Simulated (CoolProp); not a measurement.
Vapour-liquid equilibrium of cyclohexane (1) + dimethyl carbonate (2) at 400.4 K; x and y are mole fractions of (1).

Model: multi-fluid Helmholtz-energy mixture model, Zhou 2014 and Zhou 2011; pair parameters Bell 2016, in CoolProp.

```
x     bubble pressure, mixture model (MPa)  bubble pressure, Raoult's law (MPa)  y, mixture model  y, Raoult's law
----  ------------------------------------  -----------------------------------  ----------------  ---------------
0.05                                     …                               0.2936                 …            0.058
0.2                                      …                               0.3010                 …            0.226
0.35                                     …                               0.3085                 …            0.387
0.5                                 0.4282                               0.3159             0.542            0.539
0.65                                0.4282                               0.3234                 …            0.685
0.8                                 0.4138                               0.3309                 …            0.824
0.95                                0.3688                               0.3383             0.888            0.957
```

Problem. Fill in the missing entries.

Solution. 
- 0.05, bubble pressure, mixture model (MPa): 0.3246
- 0.05, y, mixture model: 0.139
- 0.2, bubble pressure, mixture model (MPa): 0.3878
- 0.2, y, mixture model: 0.360
- 0.35, bubble pressure, mixture model (MPa): 0.4169
- 0.35, y, mixture model: 0.469
- 0.65, y, mixture model: 0.611
- 0.8, y, mixture model: 0.705

The largest gap from Raoult's law is +35.5 % in bubble pressure, at x = 0.5. y crosses x between x = 0.5 and 0.65: the model has an azeotrope there.

Pair parameters are fitted to limited data, so mixtures are less certain than the pure fluids.
